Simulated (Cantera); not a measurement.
# Iron carbonyl, mercury and lead vapours: PbO + N₂

Input: 1 mol PbO, 0.2 mol N₂, equilibrated at 9.75 Torr.

Equilibrium computed with Cantera from the NASA thermochemical tables; the gas is ideal and each condensed phase is pure. Candidate condensed phases: Pb, PbO, PbO₂, Pb₃O₄; 12 gas species. Gases not in the tables: (PbO)n polymers. Equilibrium is a limit: real reactors are often held back by kinetics, nucleation or transport.

From 1023 K to 1123 K the condensed part is PbO(yellow). From 1223 K to 1423 K the condensed part is PbO(l). From 1523 K to 1623 K nothing is condensed.

| T (K) | x N₂ | x PbO | x Pb | x O₂ | x NO | x O | x Pb₂ | n PbO(yellow) | n PbO(l) |
|---|---|---|---|---|---|---|---|---|---|
| 1023 | 1.000 | 4.95e-5 | 9.11e-6 | 4.45e-6 | 2.08e-7 | 5.76e-12 | <1e-12 | 1.000 | 0 |
| 1123 | 0.999 | 0.000880 | 0.000149 | 7.35e-5 | 2.20e-6 | 3.31e-10 | 2.54e-11 | 1.000 | 0 |
| 1223 | 0.990 | 0.00835 | 0.00139 | 0.000689 | 1.49e-5 | 9.30e-9 | 1.30e-9 | 0 | 0.998 |
| 1323 | 0.936 | 0.0513 | 0.00873 | 0.00433 | 7.17e-5 | 1.54e-7 | 3.26e-8 | 0 | 0.987 |
| 1423 | 0.697 | 0.240 | 0.0418 | 0.0208 | 0.000243 | 1.70e-6 | 5.06e-7 | 0 | 0.919 |
| 1523 | 0.156 | 0.650 | 0.129 | 0.0645 | 0.000337 | 1.23e-5 | 3.45e-6 | 0 | 0 |
| 1623 | 0.151 | 0.578 | 0.180 | 0.0899 | 0.000612 | 5.00e-5 | 4.97e-6 | 0 | 0 |
x: gas mole fraction; n: condensed amount in mol.
